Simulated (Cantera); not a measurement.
A Cantera script and what it prints.

```python
import numpy as np
import cantera as ct

gas_names = [...]  # 113 gases of nasa_gas.yaml made of C, H, O, Pb
cond_names = """
    C(gr) C6H6(L) C7H8(L) C8H18(L),n-octa H2O(s) H2O(L) Pb(cr) Pb(L) PbO(rd) PbO(yw) PbO(L) PbO2(s)
    Pb3O4(s)
""".split()


# ... load() reads the species with a 1 bar reference pressure and builds the phases ...
atoms = {
    'PbO': {'Pb': 1, 'O': 1},
    'CO': {'C': 1, 'O': 1},
    'H2': {'H': 2},
}
top_T = {'C(gr)': 4500, 'Pb3O4(s)': 820}  # K; cautious upper limits of use, not melting points


# ... equilibrate(T, P, feed) seeds the gas with the atoms and calls Mixture.equilibrate('TP', solver="vcs", rtol=1e-11, max_steps=5000) ...
results = []
feed = {'PbO': 1, 'CO': 5.6, 'H2': 6.7}  # mol
P = 19000  # Pa
for T in [1323, 1373, 1423, 1473, 1523, 1573, 1623, 1673, 1723, 1773, 1823, 1873, 1923]:
    mix = equilibrate(T, P, feed)
    results.append((T, P, feed, dict(zip(mix.species_names, mix.species_moles))))
    x = sorted(zip(gas.X, gas.species_names), reverse=True)
    print(f"T = {T:g} K  P = {P:g} Pa  gas = {mix.phase_moles(0):.4g} mol")
    print("   x: " + "  ".join(f"{s} {v:.3e}" for v, s in x if v > 1e-06))
    print("   condensed (mol): " + ("  ".join(f"{mix.phase(i).name} {mix.phase_moles(i):.4g}"
          for i in range(1, mix.n_phases) if mix.phase_moles(i) > 1e-12) or "none"))
```

Output:

```
T = 1323 K  P = 19000 Pa  gas = 12.53 mol
   x: H2 4.804e-01  CO 4.212e-01  H2O 5.419e-02  CO2 2.561e-02  Pb 1.851e-02  H 2.522e-06  Pb2 2.140e-06  CH4 1.551e-06
   condensed (mol): Pb(L) 0.768
T = 1373 K  P = 19000 Pa  gas = 12.73 mol
   x: H2 4.713e-01  CO 4.163e-01  H2O 5.498e-02  Pb 3.376e-02  CO2 2.358e-02  Pb2 5.822e-06  H 5.245e-06
   condensed (mol): Pb(L) 0.57
T = 1423 K  P = 19000 Pa  gas = 13.07 mol
   x: H2 4.576e-01  CO 4.069e-01  Pb 5.898e-02  H2O 5.495e-02  CO2 2.156e-02  Pb2 1.472e-05  H 1.031e-05  PbO 1.584e-06
   condensed (mol): Pb(L) 0.2286
T = 1473 K  P = 19000 Pa  gas = 13.3 mol
   x: H2 4.485e-01  CO 4.011e-01  Pb 7.515e-02  H2O 5.523e-02  CO2 1.996e-02  Pb2 2.004e-05  H 1.944e-05  PbO 2.950e-06
   condensed (mol): none
T = 1523 K  P = 19000 Pa  gas = 13.3 mol
   x: H2 4.474e-01  CO 4.022e-01  Pb 7.515e-02  H2O 5.632e-02  CO2 1.886e-02  H 3.547e-05  Pb2 1.700e-05  PbO 4.201e-06
   condensed (mol): none
T = 1573 K  P = 19000 Pa  gas = 13.3 mol
   x: H2 4.464e-01  CO 4.032e-01  Pb 7.515e-02  H2O 5.729e-02  CO2 1.789e-02  H 6.232e-05  Pb2 1.456e-05  PbO 5.843e-06
   condensed (mol): none
T = 1623 K  P = 19000 Pa  gas = 13.3 mol
   x: H2 4.455e-01  CO 4.040e-01  Pb 7.515e-02  H2O 5.817e-02  CO2 1.701e-02  H 1.058e-04  Pb2 1.259e-05  PbO 7.954e-06
   condensed (mol): none
T = 1673 K  P = 19000 Pa  gas = 13.3 mol
   x: H2 4.447e-01  CO 4.048e-01  Pb 7.515e-02  H2O 5.895e-02  CO2 1.623e-02  H 1.742e-04  Pb2 1.097e-05  PbO 1.062e-05  OH 1.111e-06
   condensed (mol): none
T = 1723 K  P = 19000 Pa  gas = 13.3 mol
   x: H2 4.439e-01  CO 4.055e-01  Pb 7.514e-02  H2O 5.965e-02  CO2 1.552e-02  H 2.787e-04  PbO 1.393e-05  Pb2 9.632e-06  OH 2.053e-06
   condensed (mol): none
T = 1773 K  P = 19000 Pa  gas = 13.3 mol
   x: H2 4.432e-01  CO 4.061e-01  Pb 7.514e-02  H2O 6.027e-02  CO2 1.488e-02  H 4.345e-04  PbO 1.798e-05  Pb2 8.513e-06  OH 3.663e-06
   condensed (mol): none
T = 1823 K  P = 19000 Pa  gas = 13.3 mol
   x: H2 4.424e-01  CO 4.066e-01  Pb 7.513e-02  H2O 6.084e-02  CO2 1.430e-02  H 6.611e-04  PbO 2.287e-05  Pb2 7.570e-06  OH 6.327e-06
   condensed (mol): none
T = 1873 K  P = 19000 Pa  gas = 13.31 mol
   x: H2 4.417e-01  CO 4.071e-01  Pb 7.511e-02  H2O 6.134e-02  CO2 1.377e-02  H 9.840e-04  PbO 2.870e-05  OH 1.061e-05  Pb2 6.768e-06
   condensed (mol): none
T = 1923 K  P = 19000 Pa  gas = 13.31 mol
   x: H2 4.409e-01  CO 4.075e-01  Pb 7.509e-02  H2O 6.179e-02  CO2 1.329e-02  H 1.435e-03  PbO 3.556e-05  OH 1.731e-05  Pb2 6.082e-06
   condensed (mol): none
```

These are equilibrium values from Cantera (NASA tables, ideal gas, pure condensed phases), not measurements of a reactor.
